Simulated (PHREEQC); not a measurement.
A column of 1 m (30 cells, dispersivity 0.05 m, 3600 s a shift, diffusion coefficient 3e-10 m²/s) holds 0.13 eq of the database's cation exchanger X per kg of pore water, first in equilibrium with 0.011 mol MgSO4, 0.0023 mol NH4Cl and 1e-05 mol HCl per kg of water. It is flushed with 12 mmol/kgw NH4Cl, 37 mmol/kgw KBr and 0.01 mmol/kgw HCl, at 40 °C. Values are for the last cell. CO2 from the air is kept out. No solid was allowed to form.

Base run: PHREEQC, ion-association model, phreeqc.dat. Each further column changes one thing. The table gives K in solution (mol/kgw).

```tsv
pore volumes	base	exchange capacity from 0.13 to 0.065 eq/kgw	dispersivity from 0.05 to 0.1 m
0	0	0	0
0.8167	3.98e-7	6.79e-5	2.93e-5
1.35	0.000476	0.00504	…
2.15	0.00710	0.0201	0.00999
2.95	0.0165	0.0286	…
3.75	0.0234	0.0327	0.0239
4.283	0.0266	0.0342	0.0266
5.083	0.0299	0.0355	0.0295
5.883	0.0321	0.0362	0.0315
6.683	0.0336	0.0366	…
7.217	0.0343	…	0.0336
8.017	0.0351	0.0369	0.0345
```

Question: What belongs in the gaps?

Answer: 
- 1.35, dispersivity from 0.05 to 0.1 m: 0.00175
- 2.95, dispersivity from 0.05 to 0.1 m: 0.0181
- 6.683, dispersivity from 0.05 to 0.1 m: 0.0329
- 7.217, exchange capacity from 0.13 to 0.065 eq/kgw: 0.0367

At this temperature some constants are extrapolated from 25 °C, and those without enthalpy data are left unchanged.
